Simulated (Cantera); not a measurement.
**Thermodynamics of chemical vapour transport, feed Fe2O3 + H2O + H2**

Feed: 1 mol Fe2O3, 0.26 mol H2O, a varied amount of H2, held at 1598.15 K and 100000 Pa.

Equilibrium computed with Cantera from the NASA thermochemical tables; the gas is ideal and each condensed phase is pure. Candidate condensed phases: Fe, FeO, Fe(OH)2, Fe(OH)3, Fe2O3, Fe3O4, H2O; 12 gas species. Mutual solubility and eutectic melting of coexisting phases are not modelled. The tables' stoichiometric FeO is somewhat more stable than real wüstite, so its field is too wide. FeO: taken at fixed stoichiometry. Equilibrium is a limit: real reactors are often held back by kinetics, nucleation or transport.

```json
[
 {"n(H2) (mol)": "0.61", "x H2O": "0.984", "x H2": "0.0161", "x H": "6.77e-6", "x Fe(OH)2": "3.69e-5", "x OH": "1.61e-5", "x Fe": "7.94e-9", "x O2": "1.57e-7", "x O": "5.62e-9", "n FeO(s)": "0.788", "n Fe3O4(s)": "0.404", "n Fe(γ)": "0"},
 {"n(H2) (mol)": "0.97", "x H2O": "0.984", "x H2": "0.0161", "x H": "6.77e-6", "x Fe(OH)2": "3.69e-5", "x OH": "1.61e-5", "x Fe": "7.94e-9", "x O2": "1.57e-7", "x O": "5.62e-9", "n FeO(s)": "1.85", "n Fe3O4(s)": "0.0498", "n Fe(γ)": "0"},
 {"n(H2) (mol)": "1.3", "x H2O": "0.808", "x H2": "0.192", "x H": "2.34e-5", "x Fe(OH)2": "3.03e-5", "x OH": "3.82e-6", "x Fe": "1.15e-7", "x O2": "7.43e-10", "x O": "3.87e-10", "n FeO(s)": "2.00", "n Fe3O4(s)": "0", "n Fe(γ)": "0"},
 {"n(H2) (mol)": "1.7", "x H2O": "0.643", "x H2": "0.357", "x H": "3.19e-5", "x Fe(OH)2": "2.41e-5", "x OH": "2.23e-6", "x Fe": "2.69e-7", "x O2": "1.36e-10", "x O": "1.66e-10", "n FeO(s)": "2.00", "n Fe3O4(s)": "0", "n Fe(γ)": "0"},
 {"n(H2) (mol)": "2.1", "x H2O": "0.534", "x H2": "0.466", "x H": "3.64e-5", "x Fe(OH)2": "2.00e-5", "x OH": "1.62e-6", "x Fe": "4.23e-7", "x O2": "5.53e-11", "x O": "1.05e-10", "n FeO(s)": "2.00", "n Fe3O4(s)": "0", "n Fe(γ)": "0"},
 {"n(H2) (mol)": "2.4", "x H2O": "0.474", "x H2": "0.526", "x H": "3.87e-5", "x Fe(OH)2": "1.77e-5", "x OH": "1.36e-6", "x Fe": "5.38e-7", "x O2": "3.41e-11", "x O": "8.29e-11", "n FeO(s)": "2.00", "n Fe3O4(s)": "0", "n Fe(γ)": "0"},
 {"n(H2) (mol)": "2.8", "x H2O": "0.412", "x H2": "0.588", "x H": "4.09e-5", "x Fe(OH)2": "1.54e-5", "x OH": "1.11e-6", "x Fe": "6.92e-7", "x O2": "2.06e-11", "x O": "6.44e-11", "n FeO(s)": "2.00", "n Fe3O4(s)": "0", "n Fe(γ)": "0"},
 {"n(H2) (mol)": "3.2", "x H2O": "0.364", "x H2": "0.636", "x H": "4.25e-5", "x Fe(OH)2": "1.36e-5", "x OH": "9.48e-7", "x Fe": "8.46e-7", "x O2": "1.38e-11", "x O": "5.27e-11", "n FeO(s)": "2.00", "n Fe3O4(s)": "0", "n Fe(γ)": "0"},
 {"n(H2) (mol)": "3.5", "x H2O": "0.335", "x H2": "0.665", "x H": "4.35e-5", "x Fe(OH)2": "1.26e-5", "x OH": "8.53e-7", "x Fe": "9.61e-7", "x O2": "1.07e-11", "x O": "4.64e-11", "n FeO(s)": "2.00", "n Fe3O4(s)": "0", "n Fe(γ)": "0"},
 {"n(H2) (mol)": "3.9", "x H2O": "0.314", "x H2": "0.686", "x H": "4.42e-5", "x Fe(OH)2": "1.18e-5", "x OH": "7.86e-7", "x Fe": "1.06e-6", "x O2": "8.81e-12", "x O": "4.21e-11", "n FeO(s)": "1.95", "n Fe3O4(s)": "0", "n Fe(γ)": "0.0453"},
 {"n(H2) (mol)": "4.2", "x H2O": "0.314", "x H2": "0.686", "x H": "4.42e-5", "x Fe(OH)2": "1.18e-5", "x OH": "7.86e-7", "x Fe": "1.06e-6", "x O2": "8.81e-12", "x O": "4.21e-11", "n FeO(s)": "1.86", "n Fe3O4(s)": "0", "n Fe(γ)": "0.139"},
 {"n(H2) (mol)": "4.6", "x H2O": "0.314", "x H2": "0.686", "x H": "4.42e-5", "x Fe(OH)2": "1.18e-5", "x OH": "7.86e-7", "x Fe": "1.06e-6", "x O2": "8.81e-12", "x O": "4.21e-11", "n FeO(s)": "1.74", "n Fe3O4(s)": "0", "n Fe(γ)": "0.265"}
]
```
x: gas mole fraction; n: condensed amount in mol.

From 0.61 mol H2 to 0.97 mol H2 the condensed part is FeO(s) + Fe3O4(s). From 1.3 mol H2 to 3.5 mol H2 the condensed part is FeO(s). From 3.9 mol H2 to 4.6 mol H2 the condensed part is Fe(γ) + FeO(s). The main Fe-bearing gas is Fe(OH)2 throughout.
